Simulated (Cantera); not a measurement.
A perfectly stirred reactor is fed with 27.1 % CH4, 70.5 % H2O, 2.36 % H2, at 383 Torr; it is held at 1998 K, and followed from long to short residence time.

Cantera simulation using GRI-Mech 3.0 (53 species, 325 reactions); the numbers are that mechanism's predictions, not measurements.

One state of this run: x CH4 = 0.000312; x H2O = 0.265; x H2 = 0.557; x H = 0.00164; x OH = 7.76e-5; x CH2 = 6.63e-8. x: mole fraction; the columns are a selection and need not sum to one.

Question: Which value of τ (s) does it belong to?
A. 0.0090
B. 0.24
C. 0.56
D. 6.6

Answer: D, 6.6
